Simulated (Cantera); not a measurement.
A perfectly stirred reactor is fed with CH4 : C2H6 : O2 : N2 : CO2 = 1 : 1 : 4.58 : 17.2 : 0.41 (molar parts), equivalence ratio 1.2, at 0.460 bar; it is adiabatic with a 475 K inlet, and is followed from long to short residence time, starting on the burning branch (τ in s: 0.032, 0.018, 0.01, 0.0058, 0.0033, 0.0019, 0.001, 0.00059, 0.00033, 0.00019, 0.00011, 6e-05, 3.4e-05).

Computed with Cantera and GRI-Mech 3.0 (53 species, 325 reactions).

x: mole fraction; the columns are a selection and need not sum to one.

```json
[
 {"τ (s)": "0.032", "T (K)": "2167", "x CH4": "6.27e-6", "x C2H6": "7.89e-7", "x O2": "0.00224", "x H": "0.00463", "x CH2CO": "2.38e-7", "x HO2": "3.71e-7"},
 {"τ (s)": "0.018", "T (K)": "2146", "x CH4": "___", "x C2H6": "___", "x O2": "___", "x H": "___", "x CH2CO": "___", "x HO2": "___"},
 {"τ (s)": "0.010", "T (K)": "2121", "x CH4": "1.32e-5", "x C2H6": "2.20e-6", "x O2": "0.00377", "x H": "0.00674", "x CH2CO": "6.03e-7", "x HO2": "6.25e-7"},
 {"τ (s)": "0.0058", "T (K)": "2096", "x CH4": "1.96e-5", "x C2H6": "3.58e-6", "x O2": "0.00465", "x H": "0.00790", "x CH2CO": "9.45e-7", "x HO2": "7.83e-7"},
 {"τ (s)": "0.0033", "T (K)": "2070", "x CH4": "3.05e-5", "x C2H6": "5.95e-6", "x O2": "0.00564", "x H": "0.00914", "x CH2CO": "1.52e-6", "x HO2": "9.82e-7"},
 {"τ (s)": "0.0019", "T (K)": "2044", "x CH4": "4.86e-5", "x C2H6": "9.94e-6", "x O2": "0.00670", "x H": "0.0103", "x CH2CO": "2.44e-6", "x HO2": "1.23e-6"},
 {"τ (s)": "0.0010", "T (K)": "2015", "x CH4": "8.77e-5", "x C2H6": "1.85e-5", "x O2": "0.00816", "x H": "0.0113", "x CH2CO": "4.37e-6", "x HO2": "1.64e-6"},
 {"τ (s)": "0.00059", "T (K)": "1990", "x CH4": "0.000149", "x C2H6": "3.19e-5", "x O2": "0.00975", "x H": "0.0118", "x CH2CO": "7.34e-6", "x HO2": "2.22e-6"},
 {"τ (s)": "0.00033", "T (K)": "1959", "x CH4": "___", "x C2H6": "___", "x O2": "___", "x H": "0.0116", "x CH2CO": "___", "x HO2": "___"},
 {"τ (s)": "0.00019", "T (K)": "1909", "x CH4": "0.000640", "x C2H6": "0.000135", "x O2": "0.0180", "x H": "0.0102", "x CH2CO": "3.06e-5", "x HO2": "7.86e-6"},
 {"τ (s)": "0.00011", "T (K)": "475", "x CH4": "0.0413", "x C2H6": "0.0413", "x O2": "0.189", "x H": "<1e-12", "x CH2CO": "<1e-12", "x HO2": "<1e-12"},
 {"τ (s)": "6.0e-5", "T (K)": "475", "x CH4": "0.0413", "x C2H6": "0.0413", "x O2": "0.189", "x H": "<1e-12", "x CH2CO": "<1e-12", "x HO2": "<1e-12"},
 {"τ (s)": "3.4e-5", "T (K)": "475", "x CH4": "0.0413", "x C2H6": "0.0413", "x O2": "0.189", "x H": "<1e-12", "x CH2CO": "<1e-12", "x HO2": "<1e-12"}
]
```

Problem. What belongs in the gaps?

Solution. 
- 0.018, x CH4: 8.91e-6
- 0.018, x C2H6: 1.31e-6
- 0.018, x O2: 0.00293
- 0.018, x H: 0.00559
- 0.018, x CH2CO: 3.75e-7
- 0.018, x HO2: 4.84e-7
- 0.00033, x CH4: 0.000288
- 0.00033, x C2H6: 6.18e-5
- 0.00033, x O2: 0.0125
- 0.00033, x CH2CO: 1.39e-5
- 0.00033, x HO2: 3.60e-6
